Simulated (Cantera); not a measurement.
A perfectly stirred reactor is fed with N2O : H2 : N2 = 1 : 0.0036 : 0.58 (molar parts), at 910 Pa; it is held at 1325 K, and followed from long to short residence time.

Model: GRI-Mech 3.0 (53 species, 325 reactions), integrated in Cantera. GRI-Mech 3.0 was tuned for natural gas; its chemistry of N2O as a main component is partial and can be far from experiment. Radical loss at walls, strong at low pressure, is not modelled. The mechanism lacks the step 2 NO + O2 → 2 NO2, which can matter for NO2 below about 1400 K. The temperature is held fixed by assumption; the heat of reaction is taken as removed at once.

x: mole fraction; the columns are a selection and need not sum to one.

```tsv
τ (s)	x N2O	x H2	x OH	x H	x NO	x NO2	x H2O
9.2	0.397	?	2.07e-5	3.17e-8	0.0266	0.000116	0.00203
4.2	0.497	?	2.31e-5	4.77e-8	0.0151	0.000146	0.00207
2.0	0.558	?	2.59e-5	7.99e-8	0.00799	0.000157	0.00206
0.90	0.595	?	2.91e-5	1.51e-7	0.00377	0.000138	0.00196
0.42	0.613	?	3.19e-5	2.79e-7	0.00179	9.61e-5	0.00176
0.19	0.622	?	3.40e-5	4.97e-7	0.000810	5.06e-5	0.00143
0.089	0.627	?	3.44e-5	7.55e-7	0.000383	2.14e-5	0.00101
0.041	0.629	?	3.20e-5	9.52e-7	0.000180	6.84e-6	0.000581
0.019	0.630	?	2.59e-5	9.31e-7	8.47e-5	1.57e-6	0.000257
0.0087	0.631	0.00218	1.70e-5	6.88e-7	3.77e-5	2.03e-7	8.29e-5
0.0040	0.631	0.00225	9.02e-6	4.08e-7	1.58e-5	1.38e-8	2.06e-5
```

Problem. Some entries are withheld; supply them.

Solution. 
- 9.2, x H2: 3.69e-5
- 4.2, x H2: 7.50e-5
- 2.0, x H2: 0.000142
- 0.90, x H2: 0.000270
- 0.42, x H2: 0.000481
- 0.19, x H2: 0.000818
- 0.089, x H2: 0.00124
- 0.041, x H2: 0.00167
- 0.019, x H2: 0.00200
